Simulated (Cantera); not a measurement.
A perfectly stirred reactor is fed with C₃H₈ : H₂ = 1 : 85 (molar parts), at 71.3 Torr; it is held at 1900 K, and followed from long to short residence time.

Detailed kinetics in Cantera: GRI-Mech 3.0 (53 species, 325 reactions). GRI-Mech 3.0 was tuned for natural gas; its chemistry of propane as a main component is partial and can be far from experiment. GRI-Mech 3.0 stops at C3 and has no aromatics, soot or wall deposition, so with more carbon than oxygen in the feed, carbon stays in small species such as C2H2 where larger ones or solid carbon would form.

x: mole fraction; the columns are a selection and need not sum to one.

| τ (s) | x C₃H₈ | x H₂ | x CH₂ | x C₂H₂ | x H |
|---|---|---|---|---|---|
| 1.5 | … | 0.980 | 3.30e-7 | 0.0158 | 0.00256 |
| 0.47 | … | 0.979 | 5.47e-7 | 0.0151 | 0.00257 |
| 0.15 | … | 0.978 | 8.71e-7 | 0.0140 | 0.00259 |
| 0.047 | … | 0.976 | 1.33e-6 | 0.0127 | 0.00265 |
| 0.015 | … | 0.975 | 1.93e-6 | 0.0112 | 0.00280 |
| 0.0048 | … | 0.973 | 2.69e-6 | 0.00998 | 0.00307 |
| 0.0015 | … | 0.972 | 3.58e-6 | 0.00885 | 0.00339 |

Question: Some entries are withheld; supply them.

Answer: 
- 1.5, x C₃H₈: 7.47e-8
- 0.47, x C₃H₈: 2.38e-7
- 0.15, x C₃H₈: 7.45e-7
- 0.047, x C₃H₈: 2.35e-6
- 0.015, x C₃H₈: 7.11e-6
- 0.0048, x C₃H₈: 2.10e-5
- 0.0015, x C₃H₈: 6.26e-5
